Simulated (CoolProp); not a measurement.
Toluene at 298.15 K and 4.97 MPa is throttled through a valve to 2.16 MPa with no heat exchange. Each further row changes one setting.

Model: reference Helmholtz-energy equation of state, Lemmon 2006, in CoolProp. It is a short technical equation, of lower accuracy than the large ones.

```tsv
case	temperature change (K)	final density (kg/m³)
as stated	+1.3	863
outlet pressure 0.648 MPa	+2.0	861
outlet pressure 2.81 MPa	+1.0	863
```
